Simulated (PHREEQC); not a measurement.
Make-up at 65 °C: 0.07 mol NaH2PO4 and 0.25 mol HCl per kg of water. Closed to the air; pH follows from the charge balance.

All values are PHREEQC results (ion-association model, wateq4f.dat), not measurements.

### Question
The ionic strength comes out as 0.253 mol/kgw. What activity coefficients do H2PO4-, Cl-, Na+, H+ get?

### Answer
H2PO4- 0.72, Cl- 0.67, Na+ 0.71, H+ 0.78.

Precipitation was switched off in this run. Complexes and solids missing from the database can't appear. H3PO4, which wateq4f.dat lacks, is added to it with the constant of phreeqc.dat. Away from 25 °C the constants follow the database's enthalpies or fits; those with neither stay at their 25 °C values.
